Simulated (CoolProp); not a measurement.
Vapour-liquid equilibrium of dimethyl ether (1) + R227EA (2) at 0.00302 MPa; x and y are mole fractions of (1).

Computed with CoolProp (multi-fluid Helmholtz-energy mixture model, Wu 2011 and Lemmon 2016; pair parameters Bell 2016).

### Question
Give the bubble temperature and the first vapour's composition at x = 0.05, 0.35, 0.5. Is there an azeotrope?

### Answer
x = 0.05: 198.3 K, y = 0.011; x = 0.35: 200.8 K, y = 0.414; x = 0.5: 198.4 K, y = 0.717. y crosses x between x = 0.2 and 0.35: the model has an azeotrope there.

The pair parameters rest on a limited set of measurements; away from them the model extrapolates.
